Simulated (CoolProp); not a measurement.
Vapour-liquid equilibrium of benzene (1) + n-octane (2) at 7.32 bar; x and y are mole fractions of (1).

Computed with CoolProp (multi-fluid Helmholtz-energy mixture model, Thol 2012 and Beckmüller 2019; pair parameters Bell 2016).

Q: Give the bubble temperature and the first vapour's composition at x = 0.275, 0.65, 0.725. Is there an azeotrope?

A: x = 0.275: 467.4 K, y = 0.468; x = 0.65: 447.1 K, y = 0.809; x = 0.725: 444.1 K, y = 0.854. No azeotrope shows between x = 0.05 and 0.95.

Pair parameters are fitted to limited data, so mixtures are less certain than the pure fluids.
